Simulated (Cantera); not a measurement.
Source: NASA polynomial tables (part measured, part estimated), evaluated in Cantera. Values are per mole of reaction as written; species without (g) are pure solids or liquids, kept so even where they would boil at 1 bar.

SrO → Sr + O(g), with ΔH° = 841.2 kJ and ΔS° = 160.5 J/K at 300 K.

Q: How far is the shortcut ΔG° ≈ ΔH°(300 K) − T·ΔS°(300 K) from the full temperature-dependent value at 448, 523, 598, 673, 748, 823, 898, 973 K?

A: 
| T (K) | shortcut (kJ) | full (kJ) | difference (kJ) | difference in log10 K |
|---|---|---|---|---|
| 448 | 769.3 | 769.2 | 0.1 | -0.01 |
| 523 | 757.3 | 757.1 | 0.1 | -0.01 |
| 598 | 745.2 | 745.1 | 0.1 | -0.01 |
| 673 | 733.2 | 733.0 | 0.2 | -0.01 |
| 748 | 721.1 | 721.0 | 0.2 | -0.01 |
| 823 | 709.1 | 708.9 | 0.2 | -0.01 |
| 898 | 697.1 | 696.8 | 0.2 | -0.01 |
| 973 | 685.0 | 684.8 | 0.2 | -0.01 |
The shortcut ignores the heat-capacity change of the reaction.
